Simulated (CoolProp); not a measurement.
A closed Brayton cycle with carbon dioxide: compressor inlet 327.15 K and 9.3 MPa, high pressure 22.6 MPa, turbine inlet 925 K, compressor efficiency 0.89, turbine efficiency 0.93, recuperator effectiveness 0.95 (on enthalpy, no pinch check). Each further row changes one setting.

Model: reference Helmholtz-energy equation of state, Span 1996, in CoolProp.

```tsv
case	thermal efficiency (%)	net work (kJ/kg)	compressor to turbine work	compressor exit (K)	turbine exit (K)
as stated	40.5	97.9	0.29	395.1	806.5
turbine inlet 875 K	38.9	(withheld)	0.31	395.1	(withheld)
compressor inlet 337.15 K	39.9	(withheld)	0.34	(withheld)	806.5
high pressure 19.2 MPa	39.1	82.5	0.28	382.5	827.7
recuperator effectiveness 0.5	(withheld)	97.9	0.29	395.1	806.5
```

Question: Fill in the missing entries.

Answer: 
- turbine inlet 875 K, net work (kJ/kg): 89.8
- turbine inlet 875 K, turbine exit (K): 760.7
- compressor inlet 337.15 K, net work (kJ/kg): 91.6
- compressor inlet 337.15 K, compressor exit (K): 412.5
- recuperator effectiveness 0.5, thermal efficiency (%): 21.3
